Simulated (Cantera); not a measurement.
Charge: 1 mol SiH2Cl2, 61 mol N2, 0.26 mol NH3, held at 848 K and 0.133 bar.

Equilibrium computed with Cantera from the NASA thermochemical tables; the gas is ideal and each condensed phase is pure. Candidate condensed phases: NH4Cl, Si, Si3N4; 28 gas species. Equilibrium is a limit: real reactors are often held back by kinetics, nucleation or transport.

Base state: N2 0.964, HCl 0.0255, H2 0.00937, SiCl4 0.00158 (mole fractions); condensed: Si3N4(s).

### Question
What changes in the equilibrium state with this change: SiH2Cl2 replaced by SiH4?

### Answer
```csv
species,before,after
N2,0.964,0.962
H2,0.00937,0.0380
HCl,0.0255,0
SiCl4,0.00158,0
"Si3N4(s), mol",0.300,0.333
```

### Question
What changes in the equilibrium state with this change: pressure from 0.133 bar to 37.0 Pa?

### Answer
| species | before | after |
|---|---|---|
| N2 | 0.964 | 0.963 |
| HCl | 0.0255 | 0.0294 |
| H2 | 0.00937 | 0.00744 |
| SiCl4 | 0.00158 | 0.000619 |
| Si3N4(s), mol | 0.300 | 0.320 |

### Question
What changes in the equilibrium state with this change: NH3 from 0.26 to 2.9 mol?

### Answer
```tsv
species	before	after
N2	0.964	0.907
H2	0.00937	0.0640
HCl	0.0255	0.0291
SiCl4	0.00158	6.01e-5
Si3N4(s), mol	0.300	0.332
```
